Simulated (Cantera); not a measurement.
Charge: 1 mol PH3, 0.033 mol H2O, 0.083 mol O2, equilibrated at 2150 K and 33000 Torr.

These are equilibrium values from Cantera (NASA tables, ideal gas, pure condensed phases), not measurements of a reactor. Candidate condensed phases: H2O, P, P4O10; 17 gas species. The ideal-gas law is rough above about 30 bar. Gases not in the tables: HPO2, HPO3 and P4O6. Equilibrium is a limit: real reactors are often held back by kinetics, nucleation or transport.

Base state: H2 0.671, P2 0.217, H2O 0.0871, P4 0.0124, PO 0.00873, PH3 0.00143, PO2 0.00142, H 0.000521 (mole fractions); condensed: gas only.

Task: What changes in the equilibrium state with this change: O2 from 0.083 to 0.59 mol?

Result: 
| species | before | after |
|---|---|---|
| H2O | 0.0871 | 0.358 |
| H2 | 0.671 | 0.351 |
| P2 | 0.217 | 0.153 |
| PO2 | 0.00142 | 0.0731 |
| PO | 0.00873 | 0.0575 |
| P4 | 0.0124 | 0.00619 |
| OH | 8.74e-6 | 4.96e-5 |
| PH3 | 0.00143 | 0.000454 |
| PH | 0.000455 | 0.000277 |
